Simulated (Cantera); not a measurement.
# Thermodynamics of aluminium and copper etching, feed Al + HCl + H₂

Charge: 1 mol Al, 17 mol HCl, 17 mol H₂, at 250 °C.

Equilibrium computed with Cantera from the NASA thermochemical tables; the gas is ideal and each condensed phase is pure. Candidate condensed phases: Al, AlCl₃; 12 gas species. Equilibrium is a limit: real reactors are often held back by kinetics, nucleation or transport.

From 1.00e-5 bar to 1.00 bar nothing is condensed. The main Al-bearing gas is AlCl₃ at 1.00e-5 bar and Al₂Cl₆ at 1.00 bar.

```json
[
 {"P (Pa)": "1", "x H₂": "0.552", "x HCl": "0.418", "x AlCl₃": "0.0290", "x Al₂Cl₆": "0.000427"},
 {"P (Pa)": "3.60", "x H₂": "0.553", "x HCl": "0.418", "x AlCl₃": "0.0272", "x Al₂Cl₆": "0.00135"},
 {"P (Pa)": "13", "x H₂": "0.554", "x HCl": "0.419", "x AlCl₃": "0.0230", "x Al₂Cl₆": "0.00348"},
 {"P (Pa)": "46", "x H₂": "0.556", "x HCl": "0.421", "x AlCl₃": "0.0168", "x Al₂Cl₆": "0.00661"},
 {"P (Pa)": "170", "x H₂": "0.558", "x HCl": "0.422", "x AlCl₃": "0.0106", "x Al₂Cl₆": "0.00975"},
 {"P (Pa)": "600", "x H₂": "0.559", "x HCl": "0.423", "x AlCl₃": "0.00627", "x Al₂Cl₆": "0.0120"},
 {"P (Pa)": "2200", "x H₂": "0.560", "x HCl": "0.424", "x AlCl₃": "0.00347", "x Al₂Cl₆": "0.0134"},
 {"P (Pa)": "7700", "x H₂": "0.560", "x HCl": "0.424", "x AlCl₃": "0.00191", "x Al₂Cl₆": "0.0142"},
 {"P (Pa)": "28000", "x H₂": "0.560", "x HCl": "0.424", "x AlCl₃": "0.00102", "x Al₂Cl₆": "0.0146"},
 {"P (Pa)": "100000", "x H₂": "0.560", "x HCl": "0.424", "x AlCl₃": "0.000542", "x Al₂Cl₆": "0.0149"}
]
```
x: gas mole fraction; nothing condenses.
